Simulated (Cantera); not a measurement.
Charge: 1 mol Si, 5.7 mol F₂, 0.26 mol N₂, at 0.133 bar.

Method: chemical equilibrium by Gibbs-energy minimisation in Cantera with the NASA 1993 tables (ideal gas, pure condensed phases). Candidate condensed phases: Si, Si₃N₄; 16 gas species. Kinetics and transport are ignored.

Task: At 873 K, list the 4 most abundant gas species with their mole fractions, and the condensed phases.

Result: F₂ 0.664, SiF₄ 0.206, F 0.0520, NF₃ 0.0486. Condensed: gas only.
